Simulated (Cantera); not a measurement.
An isothermal, constant-pressure homogeneous reactor starts with CH4 : H2 = 1 : 9.8 (molar parts), at 1725 K and 2670 Pa. Integrator tolerance rtol = 1e-08.

Detailed kinetics in Cantera: GRI-Mech 3.0 (53 species, 325 reactions). GRI-Mech 3.0 stops at C3 and has no aromatics, soot or wall deposition, so with more carbon than oxygen in the feed, carbon stays in small species such as C2H2 where larger ones or solid carbon would form. Radical loss at walls, strong at low pressure, is not modelled.

**Question.** What does this change do: H2 9.8 to 6.6 parts?

**Answer.** 
```tsv
quantity	before	after
x(CH4) at 10.0 s	0.00103 (gas-phase equilibrium 0.000528)	0.00105 (gas-phase equilibrium 0.000603)
x(H2) at 10.0 s	0.956 (gas-phase equilibrium 0.956)	0.940 (gas-phase equilibrium 0.940)
x(C2H) at 10.0 s	3.07e-7 (gas-phase equilibrium 3.09e-7)	4.26e-7 (gas-phase equilibrium 4.28e-7)
x(H) at 10.0 s	0.00112 (gas-phase equilibrium 0.00112)	0.00111 (gas-phase equilibrium 0.00111)
x(C2H4) at 10.0 s	4.27e-5 (gas-phase equilibrium 4.28e-5)	5.77e-5 (gas-phase equilibrium 5.78e-5)
```
